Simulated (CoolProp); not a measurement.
R236EA along the isobar 6000 kPa: fugacity coefficient from the reference equation and from simpler models built on Tc = 412.4 K, pc = 3414 kPa, ω = 0.368; each cubic takes its own stable root.

Model: reference Helmholtz-energy equation of state, Rui 2013, in CoolProp.

| T (K) | phase | reference | van der Waals | Redlich-Kwong | Soave-Redlich-Kwong | Peng-Robinson |
|---|---|---|---|---|---|---|
| 341.3 | liquid | 0.1317 | 0.2717 | 0.1851 | 0.1379 | 0.1313 |
| 346.9 | liquid | 0.1487 | 0.2871 | 0.2026 | 0.1558 | 0.1483 |
| 352.5 | liquid | 0.1670 | 0.3026 | 0.2208 | 0.1751 | 0.1666 |
| 358.1 | liquid | 0.1865 | 0.3184 | 0.2396 | 0.1956 | 0.1860 |
| 363.6 | liquid | 0.2068 | 0.3341 | 0.2587 | 0.2169 | 0.2062 |
| 369.2 | liquid | 0.2286 | 0.3502 | 0.2787 | 0.2397 | 0.2279 |
| 374.8 | liquid | 0.2515 | 0.3665 | 0.2991 | 0.2636 | 0.2506 |
| 380.4 | liquid | 0.2754 | 0.3828 | 0.3199 | 0.2885 | 0.2742 |
| 385.9 | liquid | 0.2998 | 0.3989 | 0.3407 | 0.3137 | 0.2982 |
| 391.5 | liquid | 0.3255 | 0.4154 | 0.3621 | 0.3402 | 0.3234 |
| 397.1 | liquid | 0.3518 | 0.4318 | 0.3836 | 0.3672 | 0.3491 |
| 402.7 | liquid | 0.3788 | 0.4483 | 0.4052 | 0.3946 | 0.3752 |
